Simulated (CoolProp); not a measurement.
Computed with CoolProp (reference Helmholtz-energy equation of state, Younglove 1994). It is a modified Benedict-Webb-Rubin equation, recast in Helmholtz form.

### Question
For R123, give the phase and the viscosity (µPa s), conductivity (mW/(m K)) at 110.75 °C and 0.213 bar; 147.05 °C and 11.7 bar; 43.85 °C and 0.223 bar.

### Answer
- 110.75 °C and 0.213 bar: gas; viscosity 13.8, conductivity 14.1
- 147.05 °C and 11.7 bar: gas; viscosity 15.1, conductivity 17.5
- 43.85 °C and 0.223 bar: gas; viscosity 11.5, conductivity 10.3

Viscosity comes from a separate model (Tanaka 1996). Thermal conductivity comes from a separate model (Laesecke 1996).
